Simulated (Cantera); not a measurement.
Cantera run:

```python
import numpy as np
import cantera as ct

gas_names = [...]  # 151 gases of nasa_gas.yaml made of C, H, N, O, Si
cond_names = """
    C(gr) C6H6(L) C7H8(L) C8H18(L),n-octa H2O(s) H2O(L) Si(cr) Si(L) SiC(b) SiO2(Lqz) SiO2(hqz) SiO2(L)
    Si2N2O(s) Si3N4(a)
""".split()


# ... load() reads the species with a 1 bar reference pressure and builds the phases ...
atoms = {
    'HMDSO': {'Si': 2, 'C': 6, 'H': 18, 'O': 1},
    'O3': {'O': 3},
    'N2': {'N': 2},
}
top_T = {'C(gr)': 4500, 'SiC(b)': 3050, 'Si2N2O(s)': 2100, 'Si3N4(a)': 2400}  # K; cautious upper limits of use, not melting points


# ... equilibrate(T, P, feed) seeds the gas with the atoms and calls Mixture.equilibrate('TP', solver="gibbs", rtol=1e-10, max_steps=50000) ...
results = []
feed = {'HMDSO': 1, 'O3': 0.078, 'N2': 180}  # mol
P = 100000  # Pa
for T in [650, 750, 850, 950, 1050, 1150, 1250, 1350, 1450, 1550, 1650, 1750, 1850, 1950]:
    mix = equilibrate(T, P, feed)
    results.append((T, P, feed, dict(zip(mix.species_names, mix.species_moles))))
    x = sorted(zip(gas.X, gas.species_names), reverse=True)
    print(f"T = {T:g} K  P = {P:g} Pa  gas = {mix.phase_moles(0):.4g} mol")
    print("   x: " + "  ".join(f"{s} {v:.3e}" for v, s in x if v > 0.0001))
    print("   condensed (mol): " + ("  ".join(f"{mix.phase(i).name} {mix.phase_moles(i):.4g}"
          for i in range(1, mix.n_phases) if mix.phase_moles(i) > 1e-12) or "none"))
```

It prints:

```
T = 650 K  P = 100000 Pa  gas = 185.7 mol
   x: N2 9.646e-01  H2 2.236e-02  CH4 1.301e-02
   condensed (mol): C(gr) 3.585  SiO2(Lqz) 0.156  Si2N2O(s) 0.922
T = 750 K  P = 100000 Pa  gas = 187.2 mol
   x: N2 9.567e-01  H2 3.854e-02  CH4 4.743e-03
   condensed (mol): C(gr) 5.112  SiO2(Lqz) 0.1558  Si2N2O(s) 0.9221
T = 850 K  P = 100000 Pa  gas = 187.8 mol
   x: N2 9.534e-01  H2 4.533e-02  CH4 1.278e-03
   condensed (mol): C(gr) 5.758  SiO2(hqz) 0.1546  Si2N2O(s) 0.9227
T = 950 K  P = 100000 Pa  gas = 188 mol
   x: N2 9.524e-01  H2 4.711e-02  CH4 3.719e-04  CO 1.207e-04
   condensed (mol): C(gr) 5.907  SiO2(hqz) 0.1402  Si2N2O(s) 0.9299
T = 1050 K  P = 100000 Pa  gas = 188.2 mol
   x: N2 9.513e-01  H2 4.755e-02  CO 1.030e-03  CH4 1.295e-04
   condensed (mol): C(gr) 5.781  SiO2(hqz) 0.02555  Si2N2O(s) 0.9872
T = 1150 K  P = 100000 Pa  gas = 188.2 mol
   x: N2 9.510e-01  H2 4.770e-02  CO 1.240e-03
   condensed (mol): C(gr) 5.755  Si2N2O(s) 1
T = 1250 K  P = 100000 Pa  gas = 188.2 mol
   x: N2 9.510e-01  H2 4.775e-02  CO 1.242e-03
   condensed (mol): C(gr) 5.756  Si2N2O(s) 1
T = 1350 K  P = 100000 Pa  gas = 188.2 mol
   x: N2 9.509e-01  H2 4.775e-02  CO 1.243e-03
   condensed (mol): C(gr) 5.75  Si2N2O(s) 1
T = 1450 K  P = 100000 Pa  gas = 188.2 mol
   x: N2 9.509e-01  H2 4.772e-02  CO 1.243e-03  HCN 1.563e-04
   condensed (mol): C(gr) 5.735  Si2N2O(s) 1
T = 1550 K  P = 100000 Pa  gas = 188.2 mol
   x: N2 9.508e-01  H2 4.764e-02  CO 1.243e-03  HCN 3.165e-04
   condensed (mol): C(gr) 5.704  Si2N2O(s) 1
T = 1650 K  P = 100000 Pa  gas = 188.2 mol
   x: N2 9.506e-01  H2 4.749e-02  CO 1.242e-03  HCN 5.870e-04
   condensed (mol): C(gr) 5.651  Si2N2O(s) 0.9998
T = 1750 K  P = 100000 Pa  gas = 190.2 mol
   x: N2 9.457e-01  H2 4.676e-02  CO 6.421e-03  HCN 1.005e-03
   condensed (mol): C(gr) 2.598  SiC(b) 1.981  Si2N2O(s) 0.006633
T = 1850 K  P = 100000 Pa  gas = 190.2 mol
   x: N2 9.453e-01  H2 4.638e-02  CO 6.445e-03  HCN 1.630e-03  H 1.160e-04
   condensed (mol): C(gr) 2.454  SiC(b) 1.992
T = 1950 K  P = 100000 Pa  gas = 190.3 mol
   x: N2 9.448e-01  H2 4.584e-02  CO 6.433e-03  HCN 2.507e-03  H 2.454e-04  HNC 1.298e-04
   condensed (mol): C(gr) 2.275  SiC(b) 1.99
```

Method: chemical equilibrium by Gibbs-energy minimisation in Cantera with the NASA 1993 tables (ideal gas, pure condensed phases). The feed counts by its element totals alone. N2 is the only nitrogen source here; it is nearly inert below about 1500 K, so the nitride shown seldom forms there in practice. Mutual solubility and eutectic melting of coexisting phases are not modelled.
